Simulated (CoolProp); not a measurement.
Values from CoolProp's reference Helmholtz-energy equation of state, Gao 2020.

Task: Give the vapour pressure (MPa), enthalpy of vaporisation (kJ/kg), liquid cp (kJ/(kg K)), liquid conductivity (mW/(m K)) of saturated ammonia at 345.8 K.

Result: 
```json
[
 {"T (K)": "345.8", "p (MPa)": "3.52", "enthalpy of vaporisation (kJ/kg)": "923", "liquid cp (kJ/(kg K))": "5.55", "liquid conductivity (mW/(m K))": "356"}
]
```

Thermal conductivity comes from a separate model (Tufeu 1984).
